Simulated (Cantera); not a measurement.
## Adiabatic ignition

An adiabatic, constant-volume homogeneous reactor starts with CH4 : O2 : N2 = 1 : 3.23 : 14.2 (molar parts), equivalence ratio 0.62, at 1800 K and 4.93 atm.

Cantera simulation using GRI-Mech 3.0 (53 species, 325 reactions); the numbers are that mechanism's predictions, not measurements.

```tsv
t (s)	T (K)	P (bar)	x CH4	x O2	x H2	x NO2	x O	x NO
3.00e-6	1800	5.00	0.0541	0.175	1.80e-5	<1e-12	7.81e-7	5.92e-12
7.44e-6	1800	5.00	0.0538	0.175	7.29e-5	<1e-12	2.08e-6	3.01e-11
1.84e-5	1815	5.05	0.0496	0.172	0.00103	7.45e-12	1.40e-5	4.00e-10
4.57e-5	2883	8.16	<1e-12	0.0658	0.00393	1.33e-6	0.00698	0.00132
0.000113	2880	8.14	<1e-12	0.0634	0.00384	6.19e-6	0.00656	0.00626
0.000281	2868	8.10	<1e-12	0.0600	0.00380	1.33e-5	0.00611	0.0138
0.000696	2859	8.07	<1e-12	0.0574	0.00378	1.84e-5	0.00579	0.0193
0.00172	2858	8.07	<1e-12	0.0570	0.00377	1.92e-5	0.00573	0.0203
0.00427	2858	8.07	<1e-12	0.0570	0.00377	1.92e-5	0.00573	0.0203
0.0106	2858	8.07	<1e-12	0.0570	0.00377	1.92e-5	0.00573	0.0203
0.0263	2858	8.07	<1e-12	0.0570	0.00377	1.92e-5	0.00573	0.0203
0.0651	2858	8.07	<1e-12	0.0570	0.00377	1.92e-5	0.00573	0.0203
0.161	2858	8.07	<1e-12	0.0570	0.00377	1.92e-5	0.00573	0.0203
0.400	2858	8.07	<1e-12	0.0570	0.00377	1.92e-5	0.00573	0.0203
```
x: mole fraction; the columns are a selection and need not sum to one.

- time of steepest temperature rise: 28.2 µs
- temperature at 0.400 s: 2858 K
- equilibrium temperature: 2858 K
- x(CH4) at 0.400 s: <1e-12 (gas-phase equilibrium <1e-12)
- x(O2) at 0.400 s: 0.0570 (gas-phase equilibrium 0.0570)
- x(H2) at 0.400 s: 0.00377 (gas-phase equilibrium 0.00377)
